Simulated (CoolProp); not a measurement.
Computed with CoolProp (reference Helmholtz-energy equation of state, Akasaka 2023).

Question: For R1336mzz(E), give the phase and the density (kg/m³), cp (kJ/(kg K)), cv (kJ/(kg K)) at 63.05 °C and 0.378 MPa; 82.65 °C and 0.338 MPa.

Answer: 
- 63.05 °C and 0.378 MPa: gas; density 24.7, cp 0.905, cv 0.820
- 82.65 °C and 0.338 MPa: gas; density 20.2, cp 0.904, cv 0.831
